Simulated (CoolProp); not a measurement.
20 sccm (0 °C, 1 atm) of nitrogen bubbles through liquid toluene at 355.5 K and leaves saturated at a total pressure of 0.15 MPa (ideal gas phase). Each further row changes one setting.

Values from CoolProp's reference Helmholtz-energy equation of state, Lemmon 2006. It is a short technical equation, of lower accuracy than the large ones.

```tsv
case	vapour pressure (kPa)	mole fraction of vapour	delivery (mg/min)	delivery (sccm)	change of delivery for a bath 1 K warmer (%)
as stated	42.1	0.281	32.1	7.81	4.9
bath temperature 360.5 K	49.8	0.332	40.9	9.94	5.1
total pressure 0.3 MPa	42.1	0.140	13.4	3.27	4.0
```
